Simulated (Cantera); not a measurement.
A closed system holds: 1 mol Si2H6, 2.2 mol H2O, at 1350 K and 1.00 Torr.

Equilibrium computed with Cantera from the NASA thermochemical tables; the gas is ideal and each condensed phase is pure. Candidate condensed phases: H2O, Si, SiO2; 18 gas species. The feed counts by its element totals alone. Mutual solubility and eutectic melting of coexisting phases are not modelled. The tables hold silica as quartz up to 1696 K and as liquid above; real silica turns to tridymite and cristobalite and melts near 1996 K. Kinetics and transport are ignored.

Base state: H2 0.981, SiO 0.0185, H 6.47e-5 (mole fractions); condensed: Si(s) + SiO2(β-quartz).

Task: What changes in the equilibrium state with this change: 1.5 mol O2 added?

Result: 
```json
[
 {"species": "H2", "before": "0.981", "after": "0.769"},
 {"species": "H2O", "before": "5.42e-7", "after": "0.231"},
 {"species": "H", "before": "6.47e-5", "after": "5.72e-5"},
 {"species": "SiO", "before": "0.0185", "after": "3.40e-8"},
 {"species": "Si(s), mol", "before": "0.851", "after": "0"},
 {"species": "SiO2(β-quartz), mol", "before": "1.05", "after": "2.00"}
]
```
